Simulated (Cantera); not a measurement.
A perfectly stirred reactor is fed with 5.69 % CH3OH, 19.8 % O2, 74.5 % N2, equivalence ratio 0.43, at 9000 Torr; it is adiabatic with a 673 K inlet, and is followed from long to short residence time, starting on the burning branch (τ in s: 0.051, 0.024, 0.011, 0.005, 0.0023, 0.0011, 0.0005, 0.00023, 0.00011, 5e-05).

Computed with Cantera and GRI-Mech 3.0 (53 species, 325 reactions). GRI-Mech 3.0 was tuned for natural gas; its chemistry of methanol as a main component is partial and can be far from experiment. The pressure lies above the range GRI-Mech 3.0 was tuned for (to about 10 atm).

One state of this run: T (K) = 1622; x CH3OH = 0.000267; x O2 = 0.115; x CH2O = 0.000188; x CO = 0.00992; x C2H = <1e-12; x C2H6 = 7.30e-11. x: mole fraction; the columns are a selection and need not sum to one.

**Question.** Which value of τ (s) does it belong to?
(A) 0.011
(B) 0.00050
(C) 5.0e-5
(D) 0.051

**Answer.** B, 0.00050
